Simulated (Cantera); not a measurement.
C3H6 + H2 + CO2 (carbon deposition, reforming and gasification)

Feed: 1 mol C3H6, 2.4 mol H2, 0.13 mol CO2, at 94.0 bar.

Method: chemical equilibrium by Gibbs-energy minimisation in Cantera with the NASA 1993 tables (ideal gas, pure condensed phases). Candidate condensed phases: C, C6H6, C7H8, C8H18, H2O; 110 gas species. The ideal-gas law is rough above about 30 bar. Equilibrium is a limit: real reactors are often held back by kinetics, nucleation or transport.

From 1400 K to 2600 K the condensed part is C(graphite). The main C-bearing gas is CH4 at 1400 K and CO at 2600 K. The share of C in condensed phases is highest at 2200 K (86.9 %) and lowest at 1400 K (61.6 %).

| T (K) | x H2 | x CH4 | x CO | x C2H2 (acetylene) | x H2O | n C(graphite) |
|---|---|---|---|---|---|---|
| 1400 | 0.728 | 0.215 | 0.0444 | 1.83e-6 | 0.0113 | 1.93 |
| 1600 | 0.840 | 0.108 | 0.0477 | 2.31e-5 | 0.00329 | 2.33 |
| 1800 | 0.893 | 0.0577 | 0.0475 | 0.000157 | 0.00114 | 2.56 |
| 2000 | 0.917 | 0.0336 | 0.0470 | 0.000705 | 0.000475 | 2.68 |
| 2200 | 0.928 | 0.0213 | 0.0467 | 0.00238 | 0.000232 | 2.72 |
| 2400 | 0.930 | 0.0144 | 0.0465 | 0.00648 | 0.000128 | 2.71 |
| 2600 | 0.923 | 0.0103 | 0.0463 | 0.0150 | 7.70e-5 | 2.63 |
x: gas mole fraction; n: condensed amount in mol.
